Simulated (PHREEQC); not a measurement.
0.46 g of hydrous ferric oxide (600 m²/g; 0.2 weak and 0.005 strong sites per Fe, Dzombak-Morel constants, diffuse double layer) in 1 kg of water with 0.1 mol/kgw of an inert sodium salt and 0.48 mmol/kgw CuCl2, 0.21 mmol/kgw MgCl2 and 0.15 mmol/kgw H3BO3, at 25 °C; the pH is set by adding NaOH or the inert anion's acid. Oxygen alone is held at its pressure in air (log pO2 = -0.68). The system is closed to CO2. Precipitation was switched off in this run.

The series has 17 steps of pH, from 3 to 9.

Model: ion-association model, wateq4f.dat, run in PHREEQC.

Q: Near which pH is half of the Cu sorbed, and on which side is more sorbed?

A: Near pH 5.2, with more sorbed at higher pH.

Along this series the solution becomes supersaturated in solids that the run did not let form, among them Cu(OH)2. The database's constant for dissolved Cu(OH)2 is higher than later reviews accept. The oxide is taken as insoluble; below pH 4 it would dissolve.
